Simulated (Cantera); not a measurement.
A closed system holds: 1 mol SiC, 0.0022 mol O2, 98 mol N2, at 1725 K.

Cantera equilibrium calculation (NASA polynomials, part measured and part estimated; ideal gas, pure solids and liquids). Candidate condensed phases: C, Si, SiC, SiO2, Si2N2O, Si3N4; 34 gas species. Mutual solubility and eutectic melting of coexisting phases are not modelled. Equilibrium is a limit: real reactors are often held back by kinetics, nucleation or transport.

x: gas mole fraction; n: condensed amount in mol.

| P (Pa) | x N2 | x Si | x SiC2 | x CO | x Si2C | x SiO | x CN | n C(graphite) | n SiC(s) | n Si3N4(s) |
|---|---|---|---|---|---|---|---|---|---|---|
| 0.100 | 0.990 | 0.00992 | 9.15e-5 | 4.43e-5 | … | 1.14e-7 | 8.69e-6 | 0.973 | 0 | 0 |
| 0.600 | 0.997 | 0.00285 | 2.63e-5 | 4.46e-5 | … | 1.98e-7 | 3.56e-6 | 0.275 | 0.713 | 0 |
| 3.60 | 0.999 | 0.000475 | 4.38e-6 | 4.47e-5 | … | 1.98e-7 | 1.45e-6 | 0.0421 | 0.952 | 0 |
| 22 | 1.000 | 7.77e-5 | 7.17e-7 | 4.47e-5 | … | 1.98e-7 | 5.89e-7 | 0.00323 | 0.992 | 0 |
| 130 | 1.000 | 4.02e-5 | 3.97e-8 | 4.31e-5 | … | 1.79e-6 | 7.92e-8 | 0 | 0.996 | 0 |
| 770 | 1.000 | 1.98e-5 | 2.29e-9 | 3.32e-5 | … | 1.17e-5 | 1.11e-8 | 0 | 0.997 | 0 |
| 4600 | 1.000 | 3.13e-6 | 4.07e-10 | 3.42e-5 | … | 1.07e-5 | 4.84e-9 | 0 | 0.997 | 0.000645 |
| 28000 | 1.000 | 1.54e-7 | 2.23e-10 | 4.37e-5 | … | 1.23e-6 | 6.54e-9 | 0 | 0.996 | 0.00138 |
| 170000 | 1.000 | 7.62e-9 | 7.03e-11 | 4.51e-5 | … | 1.51e-7 | 6.70e-9 | 0.996 | 0 | 0.333 |
| 1000000 | 1.000 | 3.98e-10 | 3.67e-12 | 4.52e-5 | <1e-12 | 4.66e-8 | 2.76e-9 | 0.996 | 0 | 0.333 |

Problem. What belongs in the gaps?

Solution. 
- 0.100, x Si2C: 4.03e-5
- 0.600, x Si2C: 1.99e-5
- 3.60, x Si2C: 3.32e-6
- 22, x Si2C: 5.43e-7
- 130, x Si2C: 2.81e-7
- 770, x Si2C: 1.39e-7
- 4600, x Si2C: 2.19e-8
- 28000, x Si2C: 1.08e-9
- 170000, x Si2C: 4.04e-11
